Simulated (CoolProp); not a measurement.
The numbers come from the reference Helmholtz-energy equation of state, Lemmon 2006 in CoolProp. It is a short technical equation, of lower accuracy than the large ones.

For nitrous oxide, give the phase and the density (kg/m³), cp (kJ/(kg K)), cv (kJ/(kg K)), expansivity (1/kK) at -57.95 °C and 41.2 bar; 71.45 °C and 41.2 bar; 123.25 °C and 41.2 bar.


- -57.95 °C and 41.2 bar: liquid; density 1140, cp 1.75, cv 0.928, expansivity 2.79
- 71.45 °C and 41.2 bar: gas; density 74.5, cp 1.17, cv 0.786, expansivity 4.89
- 123.25 °C and 41.2 bar: gas; density 60.3, cp 1.10, cv 0.805, expansivity 3.46
